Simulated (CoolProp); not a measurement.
Aqueous calcium chloride as a coolant, at 12 °C, 1 atm.

The numbers come from the Melinder's fits for secondary coolants in CoolProp.

```tsv
mass %	freezing point (°C)	Prandtl number	conductivity (W/(m K))	viscosity (mPa s)	density (kg/m³)
2.4	-1.1	9.06	?	1.31	1018
5.1	-2.4	9.31	0.579	1.39	?
7.8	-4.1	9.59	0.577	1.49	1066
10.5	-6.3	9.97	0.574	1.60	1091
13.2	?	10.5	0.571	1.75	1117
15.9	-12.2	?	0.568	1.93	1143
18.6	-16.0	?	?	2.17	1169
21.3	-20.6	13.3	0.561	2.46	1195
24	-26.4	14.9	0.558	2.83	?
26.7	-34.2	17.0	?	3.31	1250
```

Q: Some entries are withheld; supply them.

A: 
- 2.4, conductivity (W/(m K)): 0.582
- 5.1, density (kg/m³): 1041
- 13.2, freezing point (°C): -9.0
- 15.9, Prandtl number: 11.2
- 18.6, Prandtl number: 12.1
- 18.6, conductivity (W/(m K)): 0.565
- 24, density (kg/m³): 1222
- 26.7, conductivity (W/(m K)): 0.554
